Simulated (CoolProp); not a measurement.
The fluid at 437.08 K and 3.48 MPa is throttled through a valve to 0.303 MPa with no heat exchange. The same conditions are run with several fluids, on thermodynamics alone (safety and materials aside).

Model: reference Helmholtz-energy equation of state of each fluid (octamethylcyclotetrasiloxane (D4): Thol 2015; n-hexane: Thol 2019; p-xylene: Zhou 2012; m-xylene: Zhou 2012; tetrahydrofuran: Fiedler 2023), in CoolProp.

| fluid | temperature change (K) | final phase | final density (kg/m³) |
|---|---|---|---|
| octamethylcyclotetrasiloxane (D4) | (withheld) | liquid | (withheld) |
| n-hexane | -55.7 | (withheld) | (withheld) |
| p-xylene | +0.8 | liquid | 726 |
| m-xylene | +0.8 | liquid | (withheld) |
| tetrahydrofuran | (withheld) | (withheld) | 21.4 |

### Question
Complete the blanks.

### Answer

- octamethylcyclotetrasiloxane (D4), temperature change (K): +0.6
- octamethylcyclotetrasiloxane (D4), final density (kg/m³): 782
- n-hexane, final phase: two-phase, vapour fraction 0.522
- n-hexane, final density (kg/m³): 17.4
- m-xylene, final density (kg/m³): 729
- tetrahydrofuran, temperature change (K): -59.8
- tetrahydrofuran, final phase: two-phase, vapour fraction 0.342
